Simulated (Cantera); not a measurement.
A Cantera script and what it prints.

```python
import numpy as np
import cantera as ct

gas_names = """
    C CO COS CO2 CS CS2 C2 C2O C3 C3O2 C4 C5 Mg MgO MgS Mg2 O O2 O3 S SO SO2 SO3 S2 S2O S8
""".split()
cond_names = """
    C(gr) Mg(cr) Mg(L) MgCO3(s) MgO(s) MgO(L) MgS(s) MgSO4(s) MgSO4(L) S(cr1) S(cr2) S(L)
""".split()


# ... load() reads the species with a 1 bar reference pressure and builds the phases ...
atoms = {
    'MgO': {'Mg': 1, 'O': 1},
    'SO3': {'S': 1, 'O': 3},
    'CO2': {'C': 1, 'O': 2},
}
top_T = {'C(gr)': 4500, 'MgS(s)': 2250}  # K; cautious upper limits of use, not melting points


# ... equilibrate(T, P, feed) seeds the gas with the atoms and calls Mixture.equilibrate('TP', solver="vcs", rtol=1e-11, max_steps=5000) ...
results = []
feed = {'MgO': 1, 'SO3': 2.1, 'CO2': 0.47}  # mol
P = 10000  # Pa
for T in [800, 900, 1000, 1100, 1200, 1300, 1400, 1500, 1600, 1700]:
    mix = equilibrate(T, P, feed)
    results.append((T, P, feed, dict(zip(mix.species_names, mix.species_moles))))
    x = sorted(zip(gas.X, gas.species_names), reverse=True)
    print(f"T = {T:g} K  P = {P:g} Pa  gas = {mix.phase_moles(0):.4g} mol")
    print("   x: " + "  ".join(f"{s} {v:.3e}" for v, s in x if v > 0.001))
    print("   condensed (mol): " + ("  ".join(f"{mix.phase(i).name} {mix.phase_moles(i):.4g}"
          for i in range(1, mix.n_phases) if mix.phase_moles(i) > 1e-12) or "none"))
```

Output:

```
T = 800 K  P = 10000 Pa  gas = 1.705 mol
   x: SO3 4.865e-01  CO2 2.756e-01  SO2 1.586e-01  O2 7.929e-02
   condensed (mol): MgSO4(s) 1
T = 900 K  P = 10000 Pa  gas = 1.868 mol
   x: SO2 3.193e-01  SO3 2.695e-01  CO2 2.516e-01  O2 1.597e-01
   condensed (mol): MgSO4(s) 1
T = 1000 K  P = 10000 Pa  gas = 2.004 mol
   x: SO2 4.335e-01  CO2 2.345e-01  O2 2.167e-01  SO3 1.153e-01
   condensed (mol): MgSO4(s) 1
T = 1100 K  P = 10000 Pa  gas = 2.071 mol
   x: SO2 4.841e-01  O2 2.421e-01  CO2 2.269e-01  SO3 4.688e-02
   condensed (mol): MgSO4(s) 1
T = 1200 K  P = 10000 Pa  gas = 2.098 mol
   x: SO2 5.036e-01  O2 2.518e-01  CO2 2.240e-01  SO3 2.055e-02
   condensed (mol): MgSO4(s) 1
T = 1300 K  P = 10000 Pa  gas = 3.599 mol
   x: SO2 5.717e-01  O2 2.859e-01  CO2 1.306e-01  SO3 1.180e-02
   condensed (mol): MgO(s) 1
T = 1400 K  P = 10000 Pa  gas = 3.609 mol
   x: SO2 5.756e-01  O2 2.878e-01  CO2 1.302e-01  SO3 6.315e-03
   condensed (mol): MgO(s) 1
T = 1500 K  P = 10000 Pa  gas = 3.613 mol
   x: SO2 5.775e-01  O2 2.888e-01  CO2 1.301e-01  SO3 3.667e-03
   condensed (mol): MgO(s) 1
T = 1600 K  P = 10000 Pa  gas = 3.616 mol
   x: SO2 5.785e-01  O2 2.892e-01  CO2 1.300e-01  SO3 2.281e-03
   condensed (mol): MgO(s) 1
T = 1700 K  P = 10000 Pa  gas = 3.618 mol
   x: SO2 5.790e-01  O2 2.895e-01  CO2 1.299e-01  SO3 1.501e-03
   condensed (mol): MgO(s) 1
```

These are equilibrium values from Cantera (NASA tables, ideal gas, pure condensed phases), not measurements of a reactor.
